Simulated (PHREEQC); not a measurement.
A solution holds 0.12 mol CuCl2 and 0.0484 mol H3BO3 per kg of water, at 20 °C. It is in equilibrium with CO2 at log p = -1 (atm). Otherwise closed; pH follows from the charge balance.

Equilibrium calculation in PHREEQC: ion-association model, phreeqc.dat.

Task: The ionic strength comes out as 0.330 mol/kgw. What activity coefficients do HCO3-, CuOH+, Cu2(OH)2+2, H+, CuHCO3+ get?

Result: HCO3- 0.72, CuOH+ 0.68, Cu2(OH)2+2 0.29, H+ 0.78, CuHCO3+ 0.73.

No solid was allowed to form.
